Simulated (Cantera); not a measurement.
What does this Cantera script print?

```python
import numpy as np
import cantera as ct

gas = ct.Solution("gri30.yaml")
gas.TPX = 350, 74000, {'CH3OH': 1, 'O2': 1.9, 'N2': 5.89}
flame = ct.FreeFlame(gas, width=0.049)
flame.set_refine_criteria(ratio=3, slope=0.08, curve=0.16)
flame.transport_model = "mixture-averaged"
flame.solve(loglevel=0, auto=True)
z, T = flame.grid, flame.T
thick = (T[-1] - T[0]) / np.gradient(T, z).max()
show = ['CH3OH', 'O2', 'HCO', 'CO2', 'CH2', 'O']
print(f"laminar burning velocity  {flame.velocity[0] * 100:.3f} cm/s")
print(f"burnt temperature         {T[-1]:.1f} K")
print(f"thermal thickness         {thick * 1e3:.4f} mm")
print(f"grid points               {len(z)}")
z0 = z[flame.heat_release_rate.argmax()]
print(f"{'z/mm':>9s}{'T/K':>9s}{'u/(m/s)':>9s}" + "".join(f"{s:>11s}" for s in show))
rows = []
for k in (-3, -2, -1.5, -1, -0.5, -0.25, 0, 0.25, 0.5, 1, 2, 4, 8):
    zz = z0 + k * thick
    rows.append([k * thick, np.interp(zz, z, T), np.interp(zz, z, flame.velocity),
                 *(np.interp(zz, z, flame.X[gas.species_index(s)]) for s in show)])
    print(f"{rows[-1][0] * 1e3:9.3f}{rows[-1][1]:9.1f}{rows[-1][2]:9.3f}" + "".join(f"{x:11.3e}" for x in rows[-1][3:]))
```

It prints:

```
laminar burning velocity  50.592 cm/s
burnt temperature         2198.5 K
thermal thickness         0.4514 mm
grid points               135
     z/mm      T/K  u/(m/s)      CH3OH         O2        HCO        CO2        CH2          O
   -1.354    350.1    0.507  1.137e-01  2.160e-01  2.390e-22  2.699e-07  1.084e-26  1.836e-19
   -0.903    351.8    0.510  1.134e-01  2.155e-01  9.788e-20  5.282e-06  5.789e-26  4.228e-17
   -0.677    359.8    0.523  1.130e-01  2.143e-01  1.808e-17  4.319e-05  2.070e-23  4.544e-15
   -0.451    427.0    0.626  1.094e-01  2.078e-01  2.314e-14  5.933e-04  3.218e-18  2.301e-12
   -0.226    821.1    1.241  8.114e-02  1.731e-01  1.076e-08  6.924e-03  1.545e-11  2.148e-08
   -0.113   1217.8    1.887  4.437e-02  1.365e-01  5.951e-06  1.660e-02  2.634e-08  5.489e-06
    0.000   1633.5    2.593  5.507e-03  9.570e-02  1.490e-04  3.278e-02  3.086e-06  6.097e-04
    0.113   1767.6    2.806  2.920e-05  7.262e-02  9.802e-06  5.167e-02  4.309e-07  3.706e-03
    0.226   1820.2    2.873  3.900e-08  6.239e-02  9.110e-08  6.622e-02  7.460e-09  5.132e-03
    0.451   1895.2    2.968  5.136e-12  5.540e-02  2.451e-08  8.092e-02  2.611e-11  5.156e-03
    0.903   1984.9    3.089  1.740e-16  5.110e-02  1.031e-08  8.949e-02  1.342e-15  4.037e-03
    1.806   2073.4    3.209  3.609e-18  4.798e-02  3.525e-09  9.452e-02  6.277e-18  2.583e-03
    3.611   2142.6    3.302  8.195e-19  4.558e-02  9.511e-10  9.904e-02  1.408e-18  1.467e-03
```

Model: GRI-Mech 3.0 (53 species, 325 reactions), integrated in Cantera. GRI-Mech 3.0 was tuned for natural gas; its chemistry of methanol as a main component is partial and can be far from experiment. Burning velocities carry a grid error of a few per cent, more on coarse grids.
